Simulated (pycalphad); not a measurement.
# Effect of Y content in Si-Y

All values are pycalphad results on the COST 507 light-alloy database (1999) (1 atm), not direct measurements. The data set is of 1999 and partly superseded. Amounts are mole fractions of atoms. Diffusion is slow at the low end, where real alloys seldom reach equilibrium.

One of these alloys has its liquidus at 1353 °C, its solidus at 1212 °C, and holds DIAMOND_A4 0.84, SI2Y_R 0.16 at 427 °C. Which?
A) Si-15.43Y (wt.%)
B) Si-19.88Y (wt.%)
C) Si-56.48Y (wt.%)
D) Si-46.89Y (wt.%)

A, Si-15.43Y (wt.%). The others: Si-19.88Y (wt.%), liquidus 1320, solidus 1212; Si-46.89Y (wt.%), liquidus 1477, solidus 1212; Si-56.48Y (wt.%), liquidus 1602, solidus 1212

Database names, with the compositions (at.%) that they take in these runs: SI2Y_R: Si 67 Y 33. DIAMOND_A4 is diamond (Si).
